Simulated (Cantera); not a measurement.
## Equilibrium for boron, boron nitride and boron oxide: B2H6 + O2 + N2

Feed: 1 mol B2H6, 0.069 mol O2, 120 mol N2, equilibrated at 2225 K.

These are equilibrium values from Cantera (NASA tables, ideal gas, pure condensed phases), not measurements of a reactor. Candidate condensed phases: B, BN, B2O3, B3O3H3, H2O; 39 gas species. The feed counts by its element totals alone. The tables' values for BH2 are old estimates; treat these amounts as uncertain. Rates play no part.

At 0.000100 bar nothing is condensed. From 0.000370 bar to 0.00140 bar the condensed part is B(s). From 0.00520 bar to 1.00 bar the condensed part is BN(s). The main B-bearing gas is B at 0.000100 bar and HBO at 1.00 bar. The share of B in condensed phases is highest at 1.00 bar (93.2 %) and lowest at 0.000100 bar (0.0 %).

```csv
P (Pa),x N2,x H,x H2,x B,n B(s),n BN(s)
10,0.941,0.0396,0.00373,0.0145,0,0
37,0.949,0.0307,0.00833,0.0104,0.527,0
140,0.962,0.0203,0.0138,0.00274,1.50,0
520,0.968,0.0121,0.0182,0.000510,0,1.79
1900,0.971,0.00680,0.0209,7.29e-5,0,1.85
7200,0.973,0.00362,0.0225,9.87e-6,0,1.86
27000,0.974,0.00190,0.0233,1.36e-6,0,1.86
100000,0.974,0.000997,0.0237,1.91e-7,0,1.86
```
x: gas mole fraction; n: condensed amount in mol.
